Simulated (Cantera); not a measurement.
Input: 1 mol Pb, 0.23 mol O2, 0.27 mol N2, at 0.00440 bar.

Method: chemical equilibrium by Gibbs-energy minimisation in Cantera with the NASA 1993 tables (ideal gas, pure condensed phases). Candidate condensed phases: Pb, PbO, PbO2, Pb3O4; 12 gas species. Each liquid is taken as pure. Mutual solubility and eutectic melting of coexisting phases are not modelled. Gases not in the tables: (PbO)n polymers. The numbers say what is thermodynamically allowed, not how fast it happens.

Q: Which condensed phases are stable at each of these points (T (K)): 948, 998, 1048, 1098, 1148, 1198, 1248, 1298, 1348, 1398?

A: 
| T (K) | condensed phases | Pb condensed (%) |
|---|---|---|
| 948 | Pb(l) + PbO(yellow) | 100.0 |
| 998 | Pb(l) + PbO(yellow) | 99.9 |
| 1048 | Pb(l) + PbO(yellow) | 99.7 |
| 1098 | Pb(l) + PbO(yellow) | 99.2 |
| 1148 | Pb(l) + PbO(yellow) | 98.0 |
| 1198 | Pb(l) + PbO(l) | 95.0 |
| 1248 | Pb(l) + PbO(l) | 86.4 |
| 1298 | Pb(l) + PbO(l) | 42.5 |
| 1348 | PbO(l) | 22.0 |
| 1398 | gas only | 0.0 |

From 948 K to 1148 K the condensed part is Pb(l) + PbO(yellow). From 1198 K to 1298 K the condensed part is Pb(l) + PbO(l). At 1348 K the condensed part is PbO(l). At 1398 K nothing is condensed. The share of Pb in condensed phases is highest at 948 K (100.0 %) and lowest at 1398 K (0.0 %).
